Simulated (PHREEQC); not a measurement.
Solution (25 °C): 0.2 mol/kgw CuSO4, 1.8 mol/kgw HCl and 0.0059 mol/kgw KCl. Closed to the air; pH follows from the charge balance.

Computed with PHREEQC (ion-association model, wateq4f.dat).

Each row changes one thing in this solution. No solid was allowed to form.

```tsv
case	pH	ionic strength (mol/kgw)	Cl- (mol/kgw)	HSO4- (mol/kgw)	SO4-2 (mol/kgw)
as made	-0.07	2.01	1.69	0.189	0.00865
HCl from 1.8 to 1.98 mol/kgw	-0.11	2.18	1.87	0.190	0.00810
KCl replaced by KHF2 at the same molality	-0.07	2.01	1.69	0.189	0.00867
KCl left out	-0.07	2.01	1.69	0.189	0.00864
diluted 10-fold with water	0.89	0.220	0.178	0.0159	0.00320
HCl from 1.8 to 1.62 mol/kgw	-0.02	1.84	1.52	0.188	0.00932
diluted 2-fold with water	0.22	1.04	0.865	0.0915	0.00642
0.032 mol/kgw ZnCl2 added	-0.07	2.05	1.69	0.189	0.00871
CuSO4 replaced by MgSO4 at the same molality	-0.07	2.20	1.81	0.181	0.00858
```

The ionic strength passes 0.7 mol/kgw, the rough limit of the ion-association models, in as made; HCl from 1.8 to 1.98 mol/kgw; KCl replaced by KHF2 at the same molality; KCl left out; HCl from 1.8 to 1.62 mol/kgw; diluted 2-fold with water; 0.032 mol/kgw ZnCl2 added; CuSO4 replaced by MgSO4 at the same molality. wateq4f.dat counts part of the HF as a dimer, H2F2, which phreeqc.dat doesn't know; its constant is uncertain.
